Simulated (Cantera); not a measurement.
Charge: 1 mol AlBr₃, 21 mol N₂O, 490 mol N₂, 2.6 mol H₂O, equilibrated at 2025 K and 1.00 Torr.

Method: chemical equilibrium by Gibbs-energy minimisation in Cantera with the NASA 1993 tables (ideal gas, pure condensed phases). Candidate condensed phases: Al, AlBr₃, AlN, Al₂O₃, Br₂, H₂O; 41 gas species. Rates play no part.

Base state: N₂ 0.967, O₂ 0.0159, Br 0.00561, H₂O 0.00358, O 0.00279, NO 0.00250, OH 0.00120, H 0.000867 (mole fractions); condensed: Al₂O₃(s).

Problem. What changes in the equilibrium state with this change: temperature from 2025 K to 1873 K?

Solution. 
```tsv
species	before	after
N₂	0.967	0.969
O₂	0.0159	0.0172
Br	0.00561	0.00560
O	0.00279	0.000849
H	0.000867	0.000172
H₂	0.000271	9.51e-5
OH	0.00120	0.000619
Al₂O₃(s), mol	0.500	0.500
```

Problem. What changes in the equilibrium state with this change: temperature from 2025 K to 2075 K?

Solution. 
| species | before | after |
|---|---|---|
| N₂ | 0.967 | 0.966 |
| O₂ | 0.0159 | 0.0153 |
| Br | 0.00561 | 0.00561 |
| O | 0.00279 | 0.00395 |
| H | 0.000867 | 0.00136 |
| H₂ | 0.000271 | 0.000348 |
| Al₂O₃(s), mol | 0.500 | 0.500 |
